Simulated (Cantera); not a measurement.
A perfectly stirred reactor is fed with 8.92 % CH3OH, 15.2 % O2, 57.2 % N2, 18.7 % H2O, at 1.00 bar; it is adiabatic with a 423 K inlet, and is followed from long to short residence time, starting on the burning branch (τ in s: 0.1, 0.055, 0.03, 0.016, 0.0085, 0.0046, 0.0025, 0.0013, 0.00071, 0.00038, 0.0002, 0.00011, 5.9e-05).

Computed with Cantera and GRI-Mech 3.0 (53 species, 325 reactions). GRI-Mech 3.0 was tuned for natural gas; its chemistry of methanol as a main component is partial and can be far from experiment.

Question: Predict: blow-out, bracketed by the residence times tried; x(CH3OH) at τ = 0.100 s; x(O2) at τ = 0.100 s; x(H2O) at τ = 0.100 s; x(H) at τ = 0.100 s; x(NO) at τ = 0.100 s; x(CH3OH) at τ = 2.50 ms; x(O2) at τ = 2.50 ms; x(H2O) at τ = 2.50 ms; x(H) at τ = 2.50 ms; x(NO) at τ = 2.50 ms.

Answer: 
```
Item                                                                             Value
------------------------------------------------  ------------------------------------
blow-out, bracketed by the residence times tried  burning at 0.200 ms, out at 0.110 ms
x(CH3OH) at τ = 0.100 s                                                        2.45e-6
x(O2) at τ = 0.100 s                                                            0.0177
x(H2O) at τ = 0.100 s                                                            0.347
x(H) at τ = 0.100 s                                                            9.34e-5
x(NO) at τ = 0.100 s                                                           2.90e-5
x(CH3OH) at τ = 2.50 ms                                                        2.95e-5
x(O2) at τ = 2.50 ms                                                            0.0230
x(H2O) at τ = 2.50 ms                                                            0.336
x(H) at τ = 2.50 ms                                                            0.00154
x(NO) at τ = 2.50 ms                                                           8.16e-6
```
